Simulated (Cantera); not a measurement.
A Cantera script and its output.

```python
import numpy as np
import cantera as ct

gas = ct.Solution("gri30.yaml")
gas.TPX = 1973, 100000, {'CH4': 1, 'H2O': 0.36}
reactor = ct.IdealGasConstPressureReactor(gas, energy="off", clone=False)
net = ct.ReactorNet([reactor])
net.rtol, net.atol = 1e-08, 1e-18
show = ['CH4', 'H2O', 'CH2', 'H', 'HO2']
times = np.geomspace(3e-06, 300, 12)

steps = ct.SolutionArray(gas, extra=["t"])
rows = []
print(f"{'t/s':>10s}{'T/K':>9s}{'P/Pa':>11s}" + "".join(f"{s:>11s}" for s in show))
for t in times:
    while net.time < t:
        t_next = net.step()
        steps.append(gas.state, t=t_next)
    rows.append([np.interp(t, steps.t, y) for y in (steps.T, steps.P, *steps(*show).X.T)])
    print(f"{t:10.3e}{rows[-1][0]:9.1f}{rows[-1][1]:11.4g}" + "".join(f"{x:11.3e}" for x in rows[-1][2:]))
rate = np.gradient(steps.T, steps.t)
print("integrator steps:", len(steps.t))
if steps.T.max() > steps.T[0] + 200:
    print(f"time of steepest temperature rise: {steps.t[rate.argmax()]:.4e} s")
gas.TPX = 1973, 100000, {'CH4': 1, 'H2O': 0.36}
gas.equilibrate("TP")
print(f"equilibrium (TP): T = {gas.T:.1f} K  " + "  ".join(f"{s} {gas[s].X[0]:.3e}" for s in show))
```

It prints:

```
       t/s      T/K       P/Pa        CH4        H2O        CH2          H        HO2
 3.000e-06   1973.0      1e+05  7.291e-01  2.641e-01  1.363e-06  2.280e-05  9.953e-14
 1.601e-05   1973.0      1e+05  6.833e-01  2.600e-01  1.391e-05  1.140e-04  1.659e-12
 8.544e-05   1973.0      1e+05  3.723e-01  2.144e-01  1.495e-05  5.370e-04  3.465e-12
 4.560e-04   1973.0      1e+05  1.245e-01  1.665e-01  6.709e-06  8.524e-04  2.563e-12
 2.433e-03   1973.0      1e+05  3.207e-02  1.324e-01  3.169e-06  1.072e-03  2.260e-12
 1.299e-02   1973.0      1e+05  1.563e-02  7.090e-02  1.586e-06  1.147e-03  6.576e-13
 6.930e-02   1973.0      1e+05  6.605e-03  8.571e-03  4.687e-07  1.171e-03  9.034e-15
 3.699e-01   1973.0      1e+05  3.926e-03  1.735e-06  2.448e-07  1.174e-03  4.010e-22
 1.974e+00   1973.0      1e+05  3.925e-03  8.205e-07  2.447e-07  1.174e-03  9.817e-23
 1.053e+01   1973.0      1e+05  3.925e-03  8.205e-07  2.447e-07  1.174e-03  9.817e-23
 5.621e+01   1973.0      1e+05  3.925e-03  8.205e-07  2.447e-07  1.174e-03  9.817e-23
 3.000e+02   1973.0      1e+05  3.925e-03  8.205e-07  2.447e-07  1.174e-03  9.817e-23
integrator steps: 1668
equilibrium (TP): T = 1973.0 K  CH4 3.925e-03  H2O 8.234e-07  CH2 2.448e-07  H 1.174e-03  HO2 9.883e-23
```

Cantera simulation using GRI-Mech 3.0 (53 species, 325 reactions); the numbers are that mechanism's predictions, not measurements. GRI-Mech 3.0 stops at C3 and has no aromatics, soot or wall deposition, so with more carbon than oxygen in the feed, carbon stays in small species such as C2H2 where larger ones or solid carbon would form.
